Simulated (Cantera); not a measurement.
What does this Cantera script print?

```python
import numpy as np
import cantera as ct

gas_names = """
    H HNO HNO2 HNO3 HO2 H2 H2O H2O2 N NH NH2 NH3 NH2OH NO NO2 NO3 N2 N2H2 N2H4 N2O O OH O2 O3 Zr ZrN ZrO
    ZrO2
""".split()
cond_names = """
    H2O(s) H2O(L) Zr(a) Zr(b) Zr(L) ZrN(s) ZrN(L) ZrO2(a) ZrO2(b) ZrO2(L)
""".split()


# ... load() reads the species with a 1 bar reference pressure and builds the phases ...
atoms = {
    'ZrO2': {'Zr': 1, 'O': 2},
    'H2': {'H': 2},
    'N2': {'N': 2},
}
top_T = {}  # K; cautious upper limits of use, not melting points


# ... equilibrate(T, P, feed) seeds the gas with the atoms and calls Mixture.equilibrate('TP', solver="vcs", rtol=1e-11, max_steps=5000) ...
results = []
feed = {'ZrO2': 1, 'H2': 4.3, 'N2': 16}  # mol
P = 570000  # Pa
for T in [1250, 1325, 1400, 1475, 1550, 1625, 1700, 1775, 1850, 1925, 2000, 2075, 2150]:
    mix = equilibrate(T, P, feed)
    results.append((T, P, feed, dict(zip(mix.species_names, mix.species_moles))))

top = {s: max(r[3][s] / sum(r[3][g] for g in gas_names) for r in results) for s in gas_names}
cols = sorted((s for s in top if top[s] > 1e-05), key=lambda s: -top[s])[:6]
seen = [c for c in cond_names if any(r[3].get(c, 0) > 1e-12 for r in results)]
print("log10 of partial pressures in bar; condensed amounts in mol")
print(f"{'T/K':>10s}" + "".join(f"{s[:9]:>10s}" for s in cols + seen))
for T, P, feed, n in results:
    ng = sum(n[g] for g in gas_names)
    print(f"{T:10.4g}" + "".join(f"{np.log10(max(n[s] / ng * P / 1e5, 1e-99)):10.3f}" for s in cols)
          + "".join(f"{n.get(c, 0):10.4g}" for c in seen))
```

It prints:

```
log10 of partial pressures in bar; condensed amounts in mol
       T/K        N2        H2         H       H2O       NH3    ZrN(s)   ZrO2(a)   ZrO2(b)
      1250     0.653     0.082    -6.275    -5.101    -3.367 1.411e-05         1         0
      1325     0.653     0.082    -5.746    -4.830    -3.500 2.634e-05         1         0
      1400     0.653     0.082    -5.272    -4.589    -3.619 4.589e-05         1         0
      1475     0.653     0.082    -4.846    -4.373    -3.726  7.54e-05    0.9999         0
      1550     0.653     0.082    -4.461    -4.184    -3.823 0.0001166         0    0.9999
      1625     0.652     0.082    -4.111    -4.012    -3.910  0.000173         0    0.9998
      1700     0.652     0.082    -3.791    -3.856    -3.990 0.0002479         0    0.9998
      1775     0.652     0.082    -3.498    -3.714    -4.063 0.0003444         0    0.9997
      1850     0.652     0.082    -3.228    -3.582    -4.130 0.0004658         0    0.9995
      1925     0.652     0.081    -2.979    -3.461    -4.192 0.0006154         0    0.9994
      2000     0.652     0.081    -2.748    -3.350    -4.249 0.0007963         0    0.9992
      2075     0.652     0.081    -2.534    -3.246    -4.302  0.001011         0     0.999
      2150     0.652     0.081    -2.335    -3.149    -4.351  0.001263         0    0.9987
```

Method: chemical equilibrium by Gibbs-energy minimisation in Cantera with the NASA 1993 tables (ideal gas, pure condensed phases). Mutual solubility and eutectic melting of coexisting phases are not modelled. ZrN: taken at fixed stoichiometry. Condensed phases not in the tables: solid solutions among these carbides, nitrides and lower oxides.
